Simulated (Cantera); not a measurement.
An adiabatic, constant-volume homogeneous reactor starts with CH4 : C2H6 : C3H8 : O2 : N2 : CO2 = 1 : 0.043 : 0.75 : 4.54 : 32.7 : 8.9 (molar parts), equivalence ratio 1.3, at 1750 K and 6.80 bar.

Detailed kinetics in Cantera: GRI-Mech 3.0 (53 species, 325 reactions).

Task: Predict: time of steepest temperature rise; temperature at 0.100 s; equilibrium temperature; x(H2) at 0.100 s.

Result: 
- time of steepest temperature rise = 9.23 µs
- temperature at 0.100 s = 2607 K
- equilibrium temperature = 2607 K
- x(H2) at 0.100 s = 0.00489 (gas-phase equilibrium 0.00489)
